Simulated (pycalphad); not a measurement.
All values are pycalphad results on the COST 507 light-alloy database (1999) (1 atm), not direct measurements. The database dates from 1999; later assessments differ in places, in temperatures and in the compounds included. The system is extrapolated from its subsystems; higher-order compounds may be missing. Amounts are mole fractions of atoms. Diffusion is slow at the low end, where real alloys seldom reach equilibrium.

**Question.** Give the equilibrium state of Si-14.9V-80.66Ti (wt.%) at 1650 K.

**Answer.** bcc, fraction 0.612, with 16.1 V, 80.8 Ti wt.%; liquid, fraction 0.388, with 13.0 V, 80.4 Ti wt.%.

**Question.** Give the equilibrium state of Si-14.9V-80.66Ti (wt.%) at 750 K.

**Answer.** hcp, fraction 0.477, with 1.3 V, 98.5 Ti wt.%; SITI3, fraction 0.285, with no V, 83.6 Ti wt.%; bcc, fraction 0.237, with 56.9 V, 42.8 Ti wt.%.

Database names, with the compositions (at.%) that they take in these runs: SITI3: Ti 75 Si 25. An entry "none" or "no" means that the model of the phase leaves that element out.
